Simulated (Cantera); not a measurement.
Input: 1 mol AlN, 4.4 mol N₂, equilibrated at 10000 Pa.

These are equilibrium values from Cantera (NASA tables, ideal gas, pure condensed phases), not measurements of a reactor. Candidate condensed phases: Al, AlN; 5 gas species. Equilibrium is a limit: real reactors are often held back by kinetics, nucleation or transport.

Problem. At 2050 °C, list the 3 most abundant gas species with their mole fractions, and the condensed phases.

Solution. N₂ 0.866, Al 0.134, Al₂ 0.000128. Condensed: AlN(s).
